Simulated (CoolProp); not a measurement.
Computed with CoolProp (reference Helmholtz-energy equation of state, Thol 2019).

Q: For decamethylcyclopentasiloxane (D5), give the phase and the Z, cp (kJ/(kg K)), cv (kJ/(kg K)), Joule-Thomson coefficient (K/MPa) at 358.7 K and 2.36 MPa; 403.4 K and 2.36 MPa; 493 K and 2.36 MPa.

A: 
- 358.7 K and 2.36 MPa: liquid; Z 0.328, cp 1.78, cv 1.54, Joule-Thomson coefficient -0.366
- 403.4 K and 2.36 MPa: liquid; Z 0.308, cp 1.85, cv 1.62, Joule-Thomson coefficient -0.315
- 493 K and 2.36 MPa: liquid; Z 0.286, cp 2.00, cv 1.78, Joule-Thomson coefficient -0.129
